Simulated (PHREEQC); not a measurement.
**Alkaline etch or developer: an equilibrium model**

Solution (25 °C): 0.037 mol/kgw NH3, 0.0007 mol/kgw Na2SiO3 and 0.0024 mol/kgw K2CO3. Closed to the air; pH follows from the charge balance.

All values are PHREEQC results (ion-association model, wateq4f.dat), not measurements.

No solid was allowed to form.

Predict the pH, ionic strength.

pH 11.13; ionic strength 0.00881 mol/kgw.

In which forms is N present?

NH3 99 %, NH4+ 1.4 % of the N.
